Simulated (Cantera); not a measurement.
Input: 1 mol Si3N4, 2.3 mol CO2, 61 mol H2, held at 1425 °C and 260 Pa.

These are equilibrium values from Cantera (NASA tables, ideal gas, pure condensed phases), not measurements of a reactor. Candidate condensed phases: C, C6H6, C7H8, C8H18, H2O, Si, SiC, SiO2, Si2N2O, Si3N4; 151 gas species. Rates play no part.

Base state: H2 0.900, SiO 0.0391, N2 0.0295, CO 0.0288, H 0.00269, Si 6.77e-5, HCN 3.23e-5 (mole fractions); condensed: SiC(s).

### Question
What changes in the equilibrium state with this change: Si3N4 replaced by Si?

### Answer
```csv
species,before,after
H2,0.900,0.941
CO,0.0288,0.0359
H2O,6.01e-7,0.0123
SiO,0.0391,0.00776
N2,0.0295,0
Si,6.77e-5,<1e-9
HCN,3.23e-5,0
CO2,5.65e-9,0.000138
H,0.00269,0.00275
"SiC(s), mol",0.346,0
"SiO2(condensed), mol",0,0.504
```
The tables hold silica as quartz up to 1696 K and as liquid above; real silica turns to tridymite and cristobalite and melts near 1996 K.
